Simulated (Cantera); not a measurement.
Input (Python, Cantera) and output of one run.

```python
import numpy as np
import cantera as ct

gas_names = """
    Fe FeO Fe(OH)2 H HO2 H2 H2O H2O2 O OH O2 O3
""".split()
cond_names = """
    Fe(a) Fe(c) Fe(d) Fe(L) FeO(s) FeO(L) Fe(OH)2(s) Fe(OH)3(s) Fe2O3(s) Fe3O4(s) H2O(s) H2O(L)
""".split()


def load(file, names, dense=False):
    # The tables refer to 1 bar. Condensed volumes are neglected.
    table = {s.name: s for s in ct.Species.list_from_file(file)}
    out = []
    for n in names:
        d = dict(table[n].input_data)
        d["thermo"] = dict(d["thermo"], **{"reference-pressure": 1e5})
        if dense:
            d["equation-of-state"] = {"model": "constant-volume", "density": "1e6 g/cm^3"}
        out.append(ct.Species.from_dict(d))
    return out


gas = ct.Solution(thermo="ideal-gas", species=load("nasa_gas.yaml", gas_names))
cond = {s.name: ct.Solution(thermo="fixed-stoichiometry", species=[s], name=s.name)
        for s in load("nasa_condensed.yaml", cond_names, dense=True)}
atoms = {
    'Fe2O3': {'Fe': 2, 'O': 3},
    'H2': {'H': 2},
    'H2O': {'H': 2, 'O': 1},
}
top_T = {'Fe2O3(s)': 1830, 'Fe3O4(s)': 1870}  # K; cautious upper limits of use, not melting points


def equilibrate(T, P, feed):
    n = {}
    for name, mol in feed.items():
        for a, k in atoms[name].items():
            n[a] = n.get(a, 0.0) + k * mol
    gas.TPX = T, P, n
    mass = sum(n.values()) * gas.mean_molecular_weight
    gas.equilibrate("TP")
    valid = [c for c in cond.values() if c.min_temp <= T <= top_T.get(c.name, c.max_temp)]
    mix = ct.Mixture([(gas, mass / gas.mean_molecular_weight)] + [(c, 0.0) for c in valid])
    mix.T, mix.P = T, P
    mix.equilibrate("TP", solver="vcs", rtol=1e-11, max_steps=5000)
    return mix


results = []
feed = {'Fe2O3': 1, 'H2': 2100, 'H2O': 6.6}  # mol
P = 133.322  # Pa
for T in [673, 823, 973, 1123, 1273, 1423, 1573, 1723, 1873, 2023, 2173]:
    mix = equilibrate(T, P, feed)
    results.append((T, P, feed, dict(zip(mix.species_names, mix.species_moles))))

top = {s: max(r[3][s] / sum(r[3][g] for g in gas_names) for r in results) for s in gas_names}
cols = sorted((s for s in top if top[s] > 1e-06), key=lambda s: -top[s])[:5]
seen = [c for c in cond_names if any(r[3].get(c, 0) > 1e-12 for r in results)]
print("log10 of partial pressures in bar; condensed amounts in mol")
print(f"{'T/K':>10s}" + "".join(f"{s[:9]:>10s}" for s in cols + seen))
for T, P, feed, n in results:
    ng = sum(n[g] for g in gas_names)
    print(f"{T:10.4g}" + "".join(f"{np.log10(max(n[s] / ng * P / 1e5, 1e-99)):10.3f}" for s in cols)
          + "".join(f"{n.get(c, 0):10.4g}" for c in seen))
```

Result:

```
log10 of partial pressures in bar; condensed amounts in mol
       T/K        H2         H       H2O        Fe        OH     Fe(a)     Fe(c)
       673    -2.877   -15.696    -5.216   -24.280   -22.321         2         0
       823    -2.877   -12.573    -5.216   -18.438   -18.290         2         0
       973    -2.877   -10.405    -5.216   -14.420   -15.492         2         0
      1123    -2.877    -8.809    -5.216   -11.507   -13.437         2         0
      1273    -2.877    -7.585    -5.216    -9.303   -11.863         0     1.999
      1423    -2.877    -6.616    -5.216    -7.574   -10.619         0     1.958
      1573    -2.878    -5.830    -5.217    -6.182    -9.611         0      0.96
      1723    -2.880    -5.179    -5.218    -5.899    -8.778         0         0
      1873    -2.885    -4.633    -5.221    -5.902    -8.079         0         0
      2023    -2.900    -4.171    -5.230    -5.909    -7.484         0         0
      2173    -2.935    -3.784    -5.253    -5.926    -6.976         0         0
```

Cantera equilibrium calculation (NASA polynomials, part measured and part estimated; ideal gas, pure solids and liquids).
